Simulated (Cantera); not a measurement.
Feed: 1 mol Si₃N₄, 6.8 mol H₂, equilibrated at 2400 °C.

These are equilibrium values from Cantera (NASA tables, ideal gas, pure condensed phases), not measurements of a reactor. Candidate condensed phases: Si, Si₃N₄; 18 gas species. The tables' values for SiN are old estimates; treat these amounts as uncertain. Gases not in the tables: Si₂H₆ and higher silanes. Rates play no part.

At 0.630 bar, list the 6 most abundant gas species with their mole fractions, and the condensed phases.

H₂ 0.700, N₂ 0.214, H 0.0540, Si 0.0253, SiH 0.00346, SiH₂ 0.00128. Condensed: Si(l).
